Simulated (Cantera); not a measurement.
Thermodynamics of fluorocarbon and chlorocarbon gases, feed CF₄ + CH₄

A closed system holds: 1 mol CF₄, 0.73 mol CH₄.

Cantera equilibrium calculation (NASA polynomials, part measured and part estimated; ideal gas, pure solids and liquids). Candidate condensed phases: C, C₆H₆, C₇H₈, C₈H₁₈; 95 gas species. Kinetics and transport are ignored.

Map the stable condensed phases over T = 2048, 2123, 2198, 2273, 2348, 2423, 2498, 2573, 2648, 2723, 2798 K and P in Pa = 1, 4.2, 18, 75, 320, 1300, 5600, 24000, 100000.


```
T in K \ P in Pa
              1    4.2     18     75    320   1300   5600  24000 100000
   2798       A      A      A      B      B      B      B      B      B
   2723       A      A      B      B      B      B      B      B      B
   2648       A      A      B      B      B      B      B      B      B
   2573       A      B      B      B      B      B      B      B      B
   2498       B      B      B      B      B      B      B      B      B
   2423       B      B      B      B      B      B      B      B      B
   2348       B      B      B      B      B      B      B      B      B
   2273       B      B      B      B      B      B      B      B      B
   2198       B      B      B      B      B      B      B      B      B
   2123       B      B      B      B      B      B      B      B      B
   2048       B      B      B      B      B      B      B      B      B
```
A: gas only; B: C.
